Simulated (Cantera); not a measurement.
A closed system holds: 1 mol AlBr3, 11 mol O2, 1 mol N2, held at 1623 K and 750 Torr.

Cantera equilibrium calculation (NASA polynomials, part measured and part estimated; ideal gas, pure solids and liquids). Candidate condensed phases: Al, AlBr3, AlN, Al2O3, Br2; 21 gas species. Equilibrium is a limit: real reactors are often held back by kinetics, nucleation or transport.

Base state: O2 0.754, Br 0.122, N2 0.0730, Br2 0.0495, NO 0.00123, O 1.65e-5 (mole fractions); condensed: Al2O3(s).

**Question.** What changes in the equilibrium state with this change: O2 from 11 to 0.52 mol?

**Answer.** 
```tsv
species	before	after
N2	0.0730	0.368
Br	0.122	0.272
Br2	0.0495	0.247
O2	0.754	<1e-9
AlBr3	2.23e-9	0.113
O	1.65e-5	<1e-9
NO	0.00123	1.01e-7
Al2O3(s), mol	0.500	0.347
```

**Question.** What changes in the equilibrium state with this change: temperature from 1623 K to 848.15 K?

**Answer.** 
```csv
species,before,after
O2,0.754,0.804
Br2,0.0495,0.118
N2,0.0730,0.0784
Br,0.122,0.000239
O,1.65e-5,<1e-9
NO,0.00123,2.70e-6
"Al2O3(s), mol",0.500,0.500
```
